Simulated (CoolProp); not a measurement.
Vapour pressure (MPa) of carbonyl sulfide: the reference equation beside estimates from Tc = 105.6 °C, pc = 6.369 MPa, ω = 0.098. Clausius-Clapeyron is anchored at -44.05 °C with a constant enthalpy of vaporisation of 18.31 kJ/mol.

The numbers come from the reference Helmholtz-energy equation of state, Lemmon 2006 in CoolProp. It is a short technical equation, of lower accuracy than the large ones.

| T (°C) | reference | Lee-Kesler | Clausius-Clapeyron | van der Waals | Redlich-Kwong |
|---|---|---|---|---|---|
| -98.15 | 0.005410 | 0.005346 | 0.006832 | 0.1016 | 0.004483 |
| -87.25 | 0.01225 | 0.01204 | 0.01429 | 0.1559 | 0.01108 |
| -76.45 | 0.02489 | 0.02443 | 0.02738 | 0.2278 | 0.02396 |
| -65.65 | 0.04652 | 0.04574 | ? | ? | 0.04686 |
| -54.85 | 0.08111 | ? | 0.08289 | 0.4369 | 0.08437 |
| -44.05 | 0.1334 | 0.1320 | 0.1334 | 0.5795 | 0.1419 |
| -33.25 | 0.2086 | 0.2073 | 0.2056 | 0.7509 | 0.2252 |
| -22.35 | 0.3140 | 0.3129 | 0.3063 | 0.9555 | 0.3420 |
| -11.55 | 0.4539 | 0.4535 | 0.4402 | 1.192 | 0.4967 |
| -0.75 | 0.6359 | 0.6365 | 0.6146 | 1.463 | 0.6967 |
| 10.05 | ? | 0.8687 | ? | 1.772 | 0.9485 |
| 20.85 | 1.154 | ? | 1.113 | 2.120 | 1.258 |
| 31.75 | 1.509 | 1.513 | 1.455 | 2.512 | 1.637 |
| 42.55 | 1.933 | 1.936 | 1.862 | 2.944 | 2.082 |
| 53.35 | 2.436 | 2.440 | 2.346 | 3.418 | 2.603 |

Q: Fill in the missing entries.

A: 
- -65.65, Clausius-Clapeyron: 0.04903
- -65.65, van der Waals: 0.3205
- -54.85, Lee-Kesler: 0.07999
- 10.05, reference: 0.8670
- 10.05, Clausius-Clapeyron: 0.8365
- 20.85, Lee-Kesler: 1.157

Absolute difference from the reference over all 15 rows, mean and median: Lee-Kesler 0.7 and 0.4 %, Clausius-Clapeyron 5.9 and 3.6 %, van der Waals 415.5 and 204.3 %, Redlich-Kwong 7.9 and 8.5 %.
